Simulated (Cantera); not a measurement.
Standard-state values (1 bar) from the NASA 1993 polynomials, evaluated with Cantera. Values are per mole of reaction as written; species without (g) are pure solids or liquids, kept so even where they would boil at 1 bar.

2 CF2(g) + CuF2 = 2 CF3(g) + Cu

| T (K) | ΔH° (kJ) | ΔS° (J/K) | ΔG° (kJ) | log10 K | condensed phases |
|---|---|---|---|---|---|
| 300 | -37.7 | 4.1 | -38.9 | 6.78 | CuF2(s), Cu(s) |
| 1325 | (withheld) | (withheld) | (withheld) | (withheld) | CuF2(l), Cu(s) |
| 1425 | (withheld) | (withheld) | (withheld) | (withheld) | CuF2(l), Cu(l) |
| 1525 | (withheld) | (withheld) | (withheld) | (withheld) | CuF2(l), Cu(l) |
| 1625 | -105.6 | -68.1 | 5.1 | -0.16 | CuF2(l), Cu(l) |
| 1725 | -107.5 | -69.3 | 11.9 | -0.36 | CuF2(l), Cu(l) |

Q: Fill in the missing entries.

A: 
- 1325, ΔH° (kJ): -112.5
- 1325, ΔS° (J/K): -73.6
- 1325, ΔG° (kJ): -15.1
- 1325, log10 K: 0.59
- 1425, ΔH° (kJ): -101.5
- 1425, ΔS° (J/K): -65.4
- 1425, ΔG° (kJ): -8.3
- 1425, log10 K: 0.30
- 1525, ΔH° (kJ): -103.5
- 1525, ΔS° (J/K): -66.8
- 1525, ΔG° (kJ): -1.7
- 1525, log10 K: 0.06
